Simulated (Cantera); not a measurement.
Input (Python, Cantera):

```python
import numpy as np
import cantera as ct

gas = ct.Solution("gri30.yaml")
gas.TPX = 1550, 130000, {'CH4': 1, 'CO2': 3.5, 'H2': 0.47}
inlet = ct.Reservoir(gas, clone=True)

reactor = ct.IdealGasConstPressureReactor(gas, energy="off", clone=False)
exhaust = ct.Reservoir(gas, clone=True)
tau = [2.5, 0.51, 0.1, 0.021, 0.0043, 0.00087, 0.00018][0]
for a, b in ((inlet, reactor), (reactor, exhaust)):
    ct.MassFlowController(a, b, mdot=lambda t: reactor.mass / tau)
net = ct.ReactorNet([reactor])
show = ['CH4', 'CO2', 'H2', 'HCO', 'CH3']

rows = []
print(f"{'tau/s':>10s}{'T/K':>9s}" + "".join(f"{s:>11s}" for s in show))
for tau in [2.5, 0.51, 0.1, 0.021, 0.0043, 0.00087, 0.00018]:
    net.initial_time = 0.0
    net.advance(30 * tau)
    before = gas.X
    net.advance(40 * tau)
    drift = np.max(np.abs(gas.X - before) / (gas.X + 1e-9))
    rows.append([gas.T, *gas[show].X, drift])
    print(f"{tau:10.3e}{gas.T:9.1f}" + "".join(f"{x:11.3e}" for x in gas[show].X))
```

Result:

```
     tau/s      T/K        CH4        CO2         H2        HCO        CH3
 2.500e+00   1550.0  3.150e-02  2.976e-01  9.711e-02  4.805e-09  4.941e-05
 5.100e-01   1550.0  6.560e-02  4.138e-01  7.319e-02  2.971e-09  9.725e-05
 1.000e-01   1550.0  1.354e-01  5.762e-01  8.239e-02  1.873e-09  1.550e-04
 2.100e-02   1550.0  1.827e-01  6.717e-01  9.181e-02  1.396e-09  1.805e-04
 4.300e-03   1550.0  1.974e-01  6.983e-01  9.352e-02  1.035e-09  1.753e-04
 8.700e-04   1550.0  2.005e-01  7.034e-01  9.432e-02  3.779e-10  1.352e-04
 1.800e-04   1550.0  2.011e-01  7.041e-01  9.455e-02  2.770e-11  7.560e-05
```

Detailed kinetics in Cantera: GRI-Mech 3.0 (53 species, 325 reactions).
